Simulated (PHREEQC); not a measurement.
A solution holds 49 mmol/kgw NH4HF2 and 0.41 mmol/kgw H2SiF6, at 92 °C. Closed to the air; pH follows from the charge balance.

All values are PHREEQC results (ion-association model, phreeqc.dat), not measurements.

Each row changes one thing in this solution. This is a speciation only: nothing precipitates in the calculation.

| case | pH | ionic strength (mol/kgw) | HF (mol/kgw) | F- (mol/kgw) | HF2- (mol/kgw) | NH3 (mol/kgw) |
|---|---|---|---|---|---|---|
| as made | 3.64 | 0.0497 | 0.0424 | 0.0413 | 0.00717 | 4.30e-6 |
| NH4HF2 from 0.049 to 0.245 mol/kgw | 3.55 | 0.246 | 0.152 | 0.151 | 0.0931 | 1.34e-5 |
| 0.0038 mol/kgw Na2CO3 added | 3.79 | 0.0571 | 0.0350 | 0.0488 | 0.00701 | 5.95e-6 |
| H2SiF6 left out | 3.66 | 0.0493 | 0.0416 | 0.0421 | 0.00717 | 4.48e-6 |
| diluted 2-fold with water | 3.67 | 0.0249 | 0.0226 | 0.0223 | 0.00206 | 2.49e-6 |
| temperature from 92 to 20 °C | 3.05 | 0.0505 | 0.0422 | 0.0426 | 0.00661 | 1.72e-8 |
| temperature from 92 to 85 °C | 3.58 | 0.0497 | 0.0422 | 0.0412 | 0.00732 | 2.68e-6 |

Complexes and solids missing from the database can't appear. Away from 25 °C the constants follow the database's enthalpies or fits; those with neither stay at their 25 °C values. SiF6-2 is the database's only silicon fluoride.
